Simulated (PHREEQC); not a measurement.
Brackish or sea water (model solution)

Model water analysis in mmol/kgw, 25 °C, pH 6.56, pe 8.7:

```
constituent           mmol/kgw
--------------------  --------
Na                         104
K                        0.853
Ca                         6.5
Mg                        10.4
Cl                         119
S(6)                      7.19
Alkalinity (meq/kgw)      4.65
Li                      0.0241
```

Valence states are taken as typed.

The numbers come from PHREEQC with the ion-association model, phreeqc.dat.

No solid was allowed to form.

### Question
Estimate the specific conductance, density, charge-balance error.

### Answer
specific conductance 13300 µS/cm; density 1.003 g/cm³; charge-balance error 0.2 %.

### Question
In which forms is S present?

### Answer
SO4-2 66 %, MgSO4 16 %, NaSO4- 11 %, CaSO4 7.4 % of the S.

Species that the database lacks are ignored.
